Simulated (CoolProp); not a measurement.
Vapour-liquid equilibrium of hydrogen sulfide (1) + n-hexane (2) at 1.7 bar; x and y are mole fractions of (1).

Computed with CoolProp (multi-fluid Helmholtz-energy mixture model, Lemmon 2006 and Thol 2019; pair parameters Kunz 2012).

| x | bubble temperature (°C) | y at the bubble point | dew temperature at overall composition x (°C) | liquid density (mol/L) |
|---|---|---|---|---|
| 0.05 | 27.5 | 0.867 | 84.3 | 7.560 |
| 0.125 | -18.1 | 0.988 | 81.2 | 8.178 |
| 0.2 | -32.6 | 0.996 | 78.1 | 8.628 |
| 0.275 | -38.7 | 0.997 | 74.7 | 9.137 |
| 0.35 | -41.4 | 0.998 | 71.0 | 9.764 |
| 0.425 | -42.7 | 0.998 | 67.1 | 10.54 |
| 0.5 | -43.5 | 0.998 | 62.8 | 11.50 |
| 0.575 | -44.0 | 0.998 | 57.9 | 12.70 |
| 0.65 | -44.6 | 0.999 | 52.4 | 14.17 |
| 0.725 | -45.2 | 0.999 | 45.7 | 16.00 |
| 0.8 | -46.1 | 0.999 | 37.5 | 18.28 |
| 0.875 | -47.2 | 0.999 | 26.2 | 21.09 |
| 0.95 | -48.5 | 1.000 | 6.7 | 24.57 |

No azeotrope shows between x = 0.05 and 0.95.

The pair parameters rest on a limited set of measurements; away from them the model extrapolates. With so large a gap from Raoult's law the liquid may split in two, which this calculation doesn't test in full.
